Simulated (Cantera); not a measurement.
A freely propagating, adiabatic, planar premixed flame of 33.6 % H₂, 18.4 % O₂, 48.0 % N₂, unburnt at 323 K and 233 Torr; unity-Lewis-number transport, grid criteria slope 0.08 and curve 0.16, no radiation.

Detailed kinetics in Cantera: the H2/O2 subset of GRI-Mech 3.0, which has no nitrogen chemistry. Unity Lewis numbers drop preferential diffusion, which matters most where H2 and H carry the flame. Burning velocities carry a grid error of a few per cent, more on coarse grids.

x: mole fraction of selected species; z is measured from the peak of heat release.

```
z (mm)  T (K)  u (m/s)    x H₂    x O₂      x OH      x H    x H₂O     x HO₂
------  -----  -------  ------  ------  --------  -------  -------  --------
-3.53     323     2.15   0.336   0.184     <1e-8    <1e-8    <1e-8     <1e-8
-2.35     323     2.15   0.336   0.184     <1e-8    <1e-8  3.15e-7     <1e-8
-1.77     323     2.15   0.336   0.184     <1e-8    <1e-8  2.32e-6   4.31e-8
-1.18     323     2.15   0.336   0.184     <1e-8    <1e-8  3.76e-5   6.97e-7
-0.589    [?]     2.36   0.332   0.183   9.74e-6  1.82e-6  0.00390   7.06e-5
-0.294    [?]     4.27   0.295   0.165  0.000662  0.00414   0.0455  0.000146
0         [?]     7.39   0.156   0.104   0.00405   0.0542    0.168   4.24e-5
0.294     [?]     9.09  0.0622  0.0576    0.0120   0.0831    0.251   1.85e-5
0.589     [?]     9.88  0.0517  0.0484    0.0162   0.0737    0.268   1.31e-5
1.18      [?]     10.8  0.0508  0.0438    0.0202   0.0571    0.281   9.55e-6
2.35      [?]     11.7  0.0483  0.0395    0.0235   0.0412    0.295   6.76e-6
4.71     2144     12.5  0.0431  0.0351    0.0253   0.0275    0.312   4.69e-6
9.42     2309     13.3  0.0359  0.0308    0.0251   0.0168    0.330   3.68e-6
```

Q: Some entries are withheld; supply them.

A: 
- -0.589, T (K): 355
- -0.294, T (K): 656
- 0, T (K): 1170
- 0.294, T (K): 1469
- 0.589, T (K): 1616
- 1.18, T (K): 1786
- 2.35, T (K): 1965
